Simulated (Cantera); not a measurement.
Cantera run:

```python
import numpy as np
import cantera as ct

gas_names = """
    B BH BH2 BH3 BN B2 H H2 N NH NH2 NH3 N2 N2H2 N2H4
""".split()
cond_names = """
    B(b) B(L) BN(s)
""".split()


# ... load() reads the species with a 1 bar reference pressure and builds the phases ...
atoms = {
    'B2H6': {'B': 2, 'H': 6},
    'NH3': {'N': 1, 'H': 3},
}
top_T = {'BN(s)': 3200}  # K; cautious upper limits of use, not melting points


# ... equilibrate(T, P, feed) seeds the gas with the atoms and calls Mixture.equilibrate('TP', solver="vcs", rtol=1e-11, max_steps=5000) ...
results = []
feed = {'B2H6': 1, 'NH3': 0.68}  # mol
P = 1100  # Pa
for T in [850, 1050, 1250, 1450, 1650, 1850, 2050, 2250]:
    mix = equilibrate(T, P, feed)
    results.append((T, P, feed, dict(zip(mix.species_names, mix.species_moles))))

top = {s: max(r[3][s] / sum(r[3][g] for g in gas_names) for r in results) for s in gas_names}
cols = sorted((s for s in top if top[s] > 1e-05), key=lambda s: -top[s])[:7]
seen = [c for c in cond_names if any(r[3].get(c, 0) > 1e-12 for r in results)]
print("log10 of partial pressures in bar; condensed amounts in mol")
print(f"{'T/K':>10s}" + "".join(f"{s[:9]:>10s}" for s in cols + seen))
for T, P, feed, n in results:
    ng = sum(n[g] for g in gas_names)
    print(f"{T:10.4g}" + "".join(f"{np.log10(max(n[s] / ng * P / 1e5, 1e-99)):10.3f}" for s in cols)
          + "".join(f"{n.get(c, 0):10.4g}" for c in seen))
```

It prints:

```
log10 of partial pressures in bar; condensed amounts in mol
       T/K        H2        N2         H       BH2         B        BH      B(b)     BN(s)
       850    -1.959   -21.628   -11.668   -12.168   -26.615   -22.954      1.32      0.68
      1050    -1.959   -15.741    -9.070    -9.870   -20.055   -17.804      1.32      0.68
      1250    -1.959   -11.747    -7.295    -8.316   -15.601   -14.313      1.32      0.68
      1450    -1.959    -8.863    -6.004    -7.196   -12.383   -11.795      1.32      0.68
      1650    -1.959    -6.685    -5.021    -6.352    -9.950    -9.894      1.32    0.6798
      1850    -1.961    -4.981    -4.249    -5.696    -8.049    -8.411     1.327    0.6723
      2050    -1.978    -3.613    -3.633    -5.186    -6.523    -7.230     1.502    0.4958
      2250    -2.026    -3.081    -3.142    -4.803    -5.272    -6.280     1.991         0
```

Equilibrium computed with Cantera from the NASA thermochemical tables; the gas is ideal and each condensed phase is pure. The feed counts by its element totals alone. Mutual solubility and eutectic melting of coexisting phases are not modelled. The tables' values for BH2 are old estimates; treat these amounts as uncertain.
